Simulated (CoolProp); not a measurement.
Water along the isotherm 1000 K: Z from the reference equation and from simpler models built on Tc = 647.1 K, pc = 22.06 MPa, ω = 0.344; each cubic takes its own stable root.

Computed with CoolProp (reference Helmholtz-energy equation of state, Wagner 2002).

```csv
p (MPa),phase,reference
9.09,gas,0.9766
18.2,gas,0.9530
27.3,supercritical,0.9298
36.4,supercritical,0.9076
45.5,supercritical,0.8869
54.5,supercritical,0.8684
63.6,supercritical,0.8522
72.7,supercritical,0.8387
81.8,supercritical,0.8282
90.9,supercritical,0.8207
100,supercritical,0.8163
```

Q: How far does each simpler model (van der Waals, Redlich-Kwong) lie from the reference over these 11 states: mean and median of the absolute difference, and the worst?

A: 
- van der Waals: mean 5.6 %, median 5.4 %, worst -9.5 % at 1000 K and 54.5 MPa
- Redlich-Kwong: mean 2.6 %, median 2.6 %, worst -4.2 % at 1000 K and 45.5 MPa
